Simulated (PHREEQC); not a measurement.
Dissolve 1.1 mmol/kgw TMAH, 0.24 mmol/kgw H4SiO4 and 22 mmol/kgw K2CO3 at 40 °C. Closed to the air; pH follows from the charge balance.

Equilibrium calculation in PHREEQC: ion-association model, phreeqc.dat.

Precipitation was switched off in this run.

Question: Order these Si species by the share of Si that they hold, largest first: H4SiO4, H3SiO4-, H2SiO4-2.

Answer: H3SiO4- (94 %), H4SiO4 (3.8 %), H2SiO4-2 (2.3 %)

The pH is 10.91 and the ionic strength 0.0649 mol/kgw. Species that the database lacks are ignored. (CH3)4N+ isn't in the database: it is added as a free cation with an ion size of 4 Å. Away from 25 °C the constants follow the database's enthalpies or fits; those with neither stay at their 25 °C values.
